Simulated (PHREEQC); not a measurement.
**Hard or scaling water: speciation**

Make-up at 20 °C: 110 mmol/kgw CaCl2, 4.1 mmol/kgw CO2 and 20 mmol/kgw NaCl. Closed to the air; pH follows from the charge balance.

Equilibrium calculation in PHREEQC: ion-association model, phreeqc.dat.

| Item | Result |
|---|---|
| pH | 4.29 |
| ionic strength | 0.350 mol/kgw |
| activity of water | 0.994 |
| specific conductance | 19300 µS/cm |
| density | 1.009 g/cm³ |

```csv
species,molality,activity,log γ
Cl-,0.240,0.162,-0.170
Ca+2,0.110,0.0310,-0.550
Na+,0.0200,0.0145,-0.138
CO2,0.00403,0.00437,0.035
H+,6.65e-5,5.17e-5,-0.109
HCO3-,4.88e-5,3.49e-5,-0.146
```

Precipitation was switched off in this run.
